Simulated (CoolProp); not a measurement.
Cyclopropane along the isobar 7.86 MPa: fugacity coefficient from the reference equation and from simpler models built on Tc = 398.7 K, pc = 5.605 MPa, ω = 0.131; each cubic takes its own stable root.

Model: reference Helmholtz-energy equation of state, Polt 1992, in CoolProp. This equation is an older, rougher fit; its heat capacities, sound speeds and derivatives of the liquid may be far off and weren't checked against measurements.

```tsv
T (K)	phase	reference
382.1	liquid	0.4238
388.2	liquid	0.4543
394.2	liquid	0.4843
400.3	supercritical	0.5147
406.3	supercritical	0.5440
412.4	supercritical	0.5726
418.5	supercritical	0.5992
424.5	supercritical	0.6222
430.6	supercritical	0.6425
436.6	supercritical	0.6599
442.7	supercritical	0.6757
448.8	supercritical	0.6901
454.8	supercritical	0.7031
460.9	supercritical	0.7152
466.9	supercritical	0.7263
473	supercritical	0.7367
```

### Question
How far does each simpler model (Redlich-Kwong, Peng-Robinson) lie from the reference over these 16 states: mean and median of the absolute difference, and the worst?

### Answer
- Redlich-Kwong: mean 1.1 %, median 0.3 %, worst +4.6 % at 382.1 K and 7.86 MPa
- Peng-Robinson: mean 2.4 %, median 2.5 %, worst -3.0 % at 430.6 K and 7.86 MPa
